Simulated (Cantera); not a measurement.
Feed: 1 mol SiCl4, a varied amount of N2, 50 mol H2, at 18.8 Torr.

Method: chemical equilibrium by Gibbs-energy minimisation in Cantera with the NASA 1993 tables (ideal gas, pure condensed phases). Candidate condensed phases: NH4Cl, Si, Si3N4; 28 gas species. N2 is the only nitrogen source here; it is nearly inert below about 1500 K, so the nitride shown seldom forms there in practice. Mutual solubility and eutectic melting of coexisting phases are not modelled. The tables' values for SiCl3 are old estimates. Kinetics and transport are ignored.

Stable condensed phases, one row left out:

```
T in K \ n(N2) in mol
         0.47  1.6  2.8    4  5.1  6.3  7.5
   1725     A    A    A    A    A    B    B
   1575     C    B    B    B    B    B    B
   1500     B    B    B    B    B    B    B
   1425     B    B    B    B    B    B    B
   1350     B    B    B    B    B    B    B
   1275     B    B    B    B    B    B    B
   1200     B    B    B    B    B    B    B
   1125     B    B    B    B    B    B    B
   1050     B    B    B    B    B    B    B
    975     B    B    B    B    B    B    B
    900     B    B    B    B    B    B    B
    825     B    B    B    B    B    B    B
    750     B    B    B    B    B    B    B
```

A: Si; B: Si3N4; C: Si + Si3N4.

Question: Give the row for 1650 K.

Answer: 0.47: Si; 1.6: Si + Si3N4; 2.8: Si3N4; 4: Si3N4; 5.1: Si3N4; 6.3: Si3N4; 7.5: Si3N4.
